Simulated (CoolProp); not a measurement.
Vapour pressure (MPa) of hydrogen chloride: the reference equation beside estimates from Tc = 324.7 K, pc = 8.314 MPa, ω = 0.130. Clausius-Clapeyron is anchored at 284.1 K with a constant enthalpy of vaporisation of 10.33 kJ/mol.

Model: reference Helmholtz-energy equation of state, Thol 2018, in CoolProp.

| T (K) | reference | Clausius-Clapeyron | Soave-Redlich-Kwong |
|---|---|---|---|
| 247.3 | 1.233 | 1.780 | 1.248 |
| 252.6 | 1.453 | 1.978 | ___ |
| 257.8 | ___ | 2.184 | ___ |
| 263.1 | 1.973 | 2.407 | 2.011 |
| 268.4 | 2.283 | 2.642 | 2.330 |
| 273.6 | 2.620 | 2.885 | 2.678 |
| 278.9 | 3.000 | 3.145 | 3.068 |
| 284.1 | 3.412 | 3.412 | 3.490 |
| 289.4 | 3.873 | 3.696 | 3.960 |
| 294.6 | 4.370 | 3.987 | 4.465 |
| 299.9 | 4.926 | ___ | 5.024 |
| 305.1 | 5.522 | 4.610 | 5.620 |
| 310.4 | 6.187 | ___ | 6.276 |
| 315.7 | 6.915 | 5.285 | 6.986 |

Task: Complete the blanks.

Result: 
- 252.6, Soave-Redlich-Kwong: 1.475
- 257.8, reference: 1.696
- 257.8, Soave-Redlich-Kwong: 1.725
- 299.9, Clausius-Clapeyron: 4.296
- 310.4, Clausius-Clapeyron: 4.942

Absolute difference from the reference over all 14 rows, mean and median: Clausius-Clapeyron 17.7 and 16.1 %, Soave-Redlich-Kwong 1.8 and 2.0 %.
